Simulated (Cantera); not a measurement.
# Equilibrium for chlorosilane synthesis and conversion: SiCl4 + HCl + H2

A closed system holds: 1 mol SiCl4, 2.7 mol HCl, 11 mol H2, held at 13300 Pa.

Cantera equilibrium calculation (NASA polynomials, part measured and part estimated; ideal gas, pure solids and liquids). Candidate condensed phases: Si; 19 gas species. The tables' values for SiCl3 are old estimates; treat these amounts as uncertain. Rates play no part.

From 677 °C to 1127 °C nothing is condensed. The main Si-bearing gas is SiCl4 throughout.

| T (°C) | x H2 | x HCl | x SiCl4 | x SiCl2 | x SiCl3 | x SiHCl3 |
|---|---|---|---|---|---|---|
| 677 | 0.747 | 0.185 | 0.0668 | 5.99e-7 | 3.46e-5 | 0.00124 |
| 752 | 0.746 | 0.186 | 0.0656 | 9.25e-6 | 0.000170 | 0.00226 |
| 827 | 0.744 | 0.188 | 0.0635 | 9.46e-5 | 0.000657 | 0.00370 |
| 902 | 0.740 | 0.192 | 0.0597 | 0.000672 | 0.00203 | 0.00542 |
| 977 | 0.731 | 0.201 | 0.0525 | 0.00328 | 0.00490 | 0.00680 |
| 1052 | 0.715 | 0.218 | 0.0407 | 0.0105 | 0.00886 | 0.00683 |
| 1127 | 0.693 | 0.241 | 0.0263 | 0.0225 | 0.0118 | 0.00536 |
x: gas mole fraction; nothing condenses.
